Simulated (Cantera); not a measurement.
Feed: 1 mol Si, a varied amount of HBr, held at 41.0 Pa.

Method: chemical equilibrium by Gibbs-energy minimisation in Cantera with the NASA 1993 tables (ideal gas, pure condensed phases). Candidate condensed phases: Br2, Si; 19 gas species. The tables' values for SiBr3 are old estimates. Kinetics and transport are ignored.

Stable condensed phases, one row left out:

```
T in K \ n(HBr) in mol
         1.1 1.6 2.1 2.6 3.1 3.6 4.1 4.6 5.1 5.5   6
   1573    A   A   A   A   B   B   B   B   B   B   B
   1473    A   A   A   A   B   B   B   B   B   B   B
   1373    A   A   A   A   B   B   B   B   B   B   B
   1273    A   A   A   A   B   B   B   B   B   B   B
   1173    A   A   A   A   A   B   B   B   B   B   B
   1073    A   A   A   A   A   A   B   B   B   B   B
    973    A   A   A   A   A   A   A   B   B   B   B
    873    A   A   A   A   A   A   A   B   B   B   B
    673    A   A   A   A   A   A   B   B   B   B   B
    573    A   A   A   A   A   A   B   B   B   B   B
```

A: Si; B: gas only.

**Question.** Give the row for 773 K.

**Answer.** 1.1: Si; 1.6: Si; 2.1: Si; 2.6: Si; 3.1: Si; 3.6: Si; 4.1: gas only; 4.6: gas only; 5.1: gas only; 5.5: gas only; 6: gas only.
